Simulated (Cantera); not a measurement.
Cantera run, input and output.

```python
import numpy as np
import cantera as ct

gas = ct.Solution("h2o2.yaml")
gas.TPX = 848, 13332, {'H2': 0.36, 'O2': 1, 'N2': 0.57}
reactor = ct.IdealGasConstPressureReactor(gas, energy="off", clone=False)
net = ct.ReactorNet([reactor])
net.rtol, net.atol = 1e-08, 1e-18
show = ['H2', 'O2', 'HO2', 'H', 'H2O']
times = np.geomspace(3e-06, 2, 12)

steps = ct.SolutionArray(gas, extra=["t"])
rows = []
print(f"{'t/s':>10s}{'T/K':>9s}{'P/Pa':>11s}" + "".join(f"{s:>11s}" for s in show))
for t in times:
    while net.time < t:
        t_next = net.step()
        steps.append(gas.state, t=t_next)
    rows.append([np.interp(t, steps.t, y) for y in (steps.T, steps.P, *steps(*show).X.T)])
    print(f"{t:10.3e}{rows[-1][0]:9.1f}{rows[-1][1]:11.4g}" + "".join(f"{x:11.3e}" for x in rows[-1][2:]))
rate = np.gradient(steps.T, steps.t)
print("integrator steps:", len(steps.t))
if steps.T.max() > steps.T[0] + 200:
    print(f"time of steepest temperature rise: {steps.t[rate.argmax()]:.4e} s")
gas.TPX = 848, 13332, {'H2': 0.36, 'O2': 1, 'N2': 0.57}
gas.equilibrate("TP")
print(f"equilibrium (TP): T = {gas.T:.1f} K  " + "  ".join(f"{s} {gas[s].X[0]:.3e}" for s in show))
```

Result:

```
       t/s      T/K       P/Pa         H2         O2        HO2          H        H2O
 3.000e-06    848.0  1.333e+04  1.865e-01  5.181e-01  2.102e-13  2.009e-13  7.907e-16
 1.015e-05    848.0  1.333e+04  1.865e-01  5.181e-01  7.368e-13  6.493e-13  2.139e-14
 3.436e-05    848.0  1.333e+04  1.865e-01  5.181e-01  2.767e-12  2.074e-12  4.152e-13
 1.163e-04    848.0  1.333e+04  1.865e-01  5.181e-01  1.275e-11  8.115e-12  7.101e-12
 3.935e-04    848.0  1.333e+04  1.865e-01  5.181e-01  1.392e-10  8.591e-11  1.996e-10
 1.332e-03    848.0  1.333e+04  1.865e-01  5.181e-01  8.735e-08  5.450e-08  1.603e-07
 4.506e-03    848.0  1.333e+04  6.572e-02  4.858e-01  1.163e-04  2.271e-04  1.330e-01
 1.525e-02    848.0  1.333e+04  5.582e-02  4.833e-01  4.833e-05  6.167e-08  1.440e-01
 5.160e-02    848.0  1.333e+04  5.577e-02  4.833e-01  1.764e-05  3.589e-08  1.441e-01
 1.746e-01    848.0  1.333e+04  5.558e-02  4.833e-01  1.905e-05  4.527e-08  1.443e-01
 5.910e-01    848.0  1.333e+04  5.461e-02  4.830e-01  2.511e-05  7.992e-08  1.452e-01
 2.000e+00    848.0  1.333e+04  4.829e-02  4.811e-01  3.259e-05  1.267e-07  1.516e-01
integrator steps: 1401
equilibrium (TP): T = 848.0 K  H2 3.501e-13  O2 4.686e-01  HO2 8.388e-11  H 3.104e-17  H2O 2.057e-01
```

Computed with Cantera and the H2/O2 subset of GRI-Mech 3.0, which has no nitrogen chemistry. Radical loss at walls, strong at low pressure, is not modelled. Below about 950 K walls govern HO2 and H2O2 in real vessels. The temperature is held fixed by assumption; the heat of reaction is taken as removed at once.
